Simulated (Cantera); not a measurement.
Feed: 1 mol c-C4F8, 0.084 mol HCl, 0.094 mol H2, held at 2073 K and 800 Pa.

Cantera equilibrium calculation (NASA polynomials, part measured and part estimated; ideal gas, pure solids and liquids). Candidate condensed phases: C, C6H6, C7H8, C8H18; 118 gas species. The feed counts by its element totals alone. Gases not in the tables: C2F6 and larger saturated fluorocarbons. The numbers say what is thermodynamically allowed, not how fast it happens.

Base state: CF4 0.609, CF2 0.174, HF 0.102, F 0.0730, Cl 0.0312, CF3 0.0108, CF 0.000479, CClF3 7.58e-5 (mole fractions); condensed: C(graphite).

Problem. What changes in the equilibrium state with this change: temperature from 2073 K to 2023.15 K?

Solution. 
```
species             before     after
----------------  --------  --------
CF4                  0.609     0.679
CF2                  0.174     0.124
HF                   0.102     0.107
F                   0.0730    0.0477
CF3                 0.0108   0.00848
Cl                  0.0312    0.0328
CF                0.000479  0.000248
Cl2                8.37e-6   1.33e-5
HCl                3.22e-5   4.47e-5
CClF3              7.58e-5  0.000104
C(graphite), mol      1.88      1.93
```
